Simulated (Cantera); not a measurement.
What does this Cantera script print?

```python
import numpy as np
import cantera as ct

gas_names = """
    B BCL BCL2 BCL3 BH BH2 BH3 BO BOCL BO2 B2 B2O B2O2 B2O3 B3O3CL3 B3O3H3 CL CLO CL2 H HBO HBO2 HCL
    HOCL HO2 H2 H2O H2O2 H3B3O6 O OH O2 O3
""".split()
cond_names = """
    B(b) B(L) B2O3(L) B3O3H3(cr) H2O(s) H2O(L)
""".split()


# ... load() reads the species with a 1 bar reference pressure and builds the phases ...
atoms = {
    'BCl3': {'B': 1, 'CL': 3},
    'O2': {'O': 2},
    'H2': {'H': 2},
}
top_T = {}  # K; cautious upper limits of use, not melting points


# ... equilibrate(T, P, feed) seeds the gas with the atoms and calls Mixture.equilibrate('TP', solver="vcs", rtol=1e-11, max_steps=5000) ...
results = []
T = 1600  # K
P = 13332.2  # Pa
for m in [0.62, 0.94, 1.4, 2.2, 3.3, 5.1, 7.8, 12, 18, 28, 42, 64, 98]:
    feed = {'BCl3': 1, 'O2': 4.2, 'H2': m}  # mol
    mix = equilibrate(T, P, feed)
    results.append((T, P, feed, dict(zip(mix.species_names, mix.species_moles))))

top = {s: max(r[3][s] / sum(r[3][g] for g in gas_names) for r in results) for s in gas_names}
cols = sorted((s for s in top if top[s] > 1e-06), key=lambda s: -top[s])[:8]
seen = [c for c in cond_names if any(r[3].get(c, 0) > 1e-12 for r in results)]
print("log10 of partial pressures in bar; condensed amounts in mol")
print(f"{'n(H2)':>10s}" + "".join(f"{s[:9]:>10s}" for s in cols + seen))
for T, P, feed, n in results:
    ng = sum(n[g] for g in gas_names)
    print(f"{feed['H2']:10.4g}" + "".join(f"{np.log10(max(n[s] / ng * P / 1e5, 1e-99)):10.3f}" for s in cols)
          + "".join(f"{n.get(c, 0):10.4g}" for c in seen))
```

Result:

```
log10 of partial pressures in bar; condensed amounts in mol
     n(H2)        H2        O2       H2O       HCL       CL2        CL      HBO2      B2O3   B2O3(L)
      0.62    -8.119    -1.109    -3.495    -1.577    -1.849    -1.883    -3.004    -3.834    0.4689
      0.94    -7.620    -1.131    -3.007    -1.430    -2.055    -1.987    -2.760    -3.834    0.4508
       1.4    -7.048    -1.165    -2.452    -1.326    -2.419    -2.168    -2.482    -3.834    0.4108
       2.2    -6.441    -1.240    -1.883    -1.290    -2.955    -2.436    -2.198    -3.834     0.324
       3.3    -6.048    -1.360    -1.550    -1.308    -3.383    -2.651    -2.031    -3.834    0.2218
       5.1    -5.679    -1.604    -1.303    -1.352    -3.840    -2.879    -1.908    -3.834   0.08263
       7.8    -5.081    -2.422    -1.114    -1.410    -4.553    -3.236    -1.892    -3.990         0
        12    -1.465    -9.856    -1.214    -1.544    -8.438    -5.178    -2.030    -4.167         0
        18    -1.194   -10.707    -1.369    -1.699    -9.019    -5.469    -2.184    -4.321         0
        28    -1.060   -11.327    -1.545    -1.875    -9.505    -5.712    -2.361    -4.497         0
        42    -0.992   -11.795    -1.712    -2.042    -9.906    -5.912    -2.528    -4.665         0
        64    -0.950   -12.232    -1.887    -2.218   -10.301    -6.109    -2.705    -4.843         0
        98    -0.923   -12.646    -2.068    -2.398   -10.688    -6.303    -2.887    -5.028         0
```

These are equilibrium values from Cantera (NASA tables, ideal gas, pure condensed phases), not measurements of a reactor. The tables' values for BOCl are old estimates; treat these amounts as uncertain. Gases not in the tables: H3BO3.
